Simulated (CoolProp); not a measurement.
Vapour pressure (MPa) of CHF3 (R23): the reference equation beside estimates from Tc = 299.3 K, pc = 4.832 MPa, ω = 0.263. Clausius-Clapeyron is anchored at 252.4 K with a constant enthalpy of vaporisation of 12.19 kJ/mol.

Model: reference Helmholtz-energy equation of state, Penoncello 2003, in CoolProp.

```json
[
 {"T (K)": "210.7", "reference": "0.2788", "Lee-Kesler": "0.2791", "Clausius-Clapeyron": "0.4319", "van der Waals": "0.9970", "Redlich-Kwong": "0.4432", "Soave-Redlich-Kwong": "0.2789"},
 {"T (K)": "221.1", "reference": "?", "Lee-Kesler": "0.4428", "Clausius-Clapeyron": "0.5991", "van der Waals": "1.268", "Redlich-Kwong": "?", "Soave-Redlich-Kwong": "0.4428"},
 {"T (K)": "231.5", "reference": "?", "Lee-Kesler": "0.6701", "Clausius-Clapeyron": "0.8068", "van der Waals": "1.582", "Redlich-Kwong": "0.9304", "Soave-Redlich-Kwong": "0.6716"},
 {"T (K)": "241.9", "reference": "0.9653", "Lee-Kesler": "0.9742", "Clausius-Clapeyron": "1.059", "van der Waals": "1.942", "Redlich-Kwong": "1.278", "Soave-Redlich-Kwong": "0.9796"},
 {"T (K)": "252.4", "reference": "1.363", "Lee-Kesler": "1.374", "Clausius-Clapeyron": "1.363", "van der Waals": "2.354", "Redlich-Kwong": "1.709", "Soave-Redlich-Kwong": "1.387"},
 {"T (K)": "262.8", "reference": "1.866", "Lee-Kesler": "1.878", "Clausius-Clapeyron": "1.715", "van der Waals": "2.811", "Redlich-Kwong": "2.225", "Soave-Redlich-Kwong": "1.901"},
 {"T (K)": "273.2", "reference": "2.498", "Lee-Kesler": "2.509", "Clausius-Clapeyron": "2.120", "van der Waals": "3.320", "Redlich-Kwong": "2.836", "Soave-Redlich-Kwong": "2.543"},
 {"T (K)": "283.7", "reference": "?", "Lee-Kesler": "3.300", "Clausius-Clapeyron": "2.586", "van der Waals": "3.887", "Redlich-Kwong": "3.556", "Soave-Redlich-Kwong": "3.338"},
 {"T (K)": "294.1", "reference": "4.258", "Lee-Kesler": "4.267", "Clausius-Clapeyron": "3.105", "van der Waals": "?", "Redlich-Kwong": "4.378", "Soave-Redlich-Kwong": "4.290"}
]
```

Problem. What belongs in the gaps?

Solution. 
- 221.1, reference: 0.4401
- 221.1, Redlich-Kwong: 0.6551
- 231.5, reference: 0.6643
- 283.7, reference: 3.290
- 294.1, van der Waals: 4.503

Absolute difference from the reference over all 9 rows, mean and median: Lee-Kesler 0.5 and 0.6 %, Clausius-Clapeyron 21.5 and 21.4 %, van der Waals 96.1 and 72.7 %, Redlich-Kwong 27.7 and 25.4 %, Soave-Redlich-Kwong 1.2 and 1.5 %.
